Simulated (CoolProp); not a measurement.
The numbers come from the reference Helmholtz-energy equation of state, Zhou 2014 in CoolProp.

Task: For cyclohexane, give the phase and the Z, cp (kJ/(kg K)), Joule-Thomson coefficient (K/MPa), fugacity coefficient at 494.5 K and 0.464 MPa.

Result: 
- 494.5 K and 0.464 MPa: gas; Z 0.942, cp 2.29, Joule-Thomson coefficient 9.19, fugacity coefficient 0.945
